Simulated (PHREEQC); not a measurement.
Solution (20 °C): 2.2 mmol/kgw KOH, 1.3 mmol/kgw Fe(NO3)3 and 150 mmol/kgw KH2PO4. Closed to the air; pH follows from the charge balance.

The numbers come from PHREEQC with the ion-association model, wateq4f.dat.

| quantity | before | after |
|---|---|---|
| pH | 4.95 | 4.61 |
| ionic strength (mol/kgw) | 0.157 | 0.156 |

Question: Name the change that produced these shifts.
(A) temperature from 20 to 65 °C
(B) Fe(NO3)3 replaced by Ca(NO3)2 at the same molality
(C) KH2PO4 left out
(D) diluted 10-fold with water
(E) Fe(NO3)3 from 0.0013 to 0.00143 mol/kgw

Answer: A, temperature from 20 to 65 °C

No solid was allowed to form. Some of these states are supersaturated (in Strengite, Fe(OH)3(a), Hematite (slow to form), for instance). H3PO4, which wateq4f.dat lacks, is added to it with the constant of phreeqc.dat. Constants without temperature data keep their 25 °C values here.
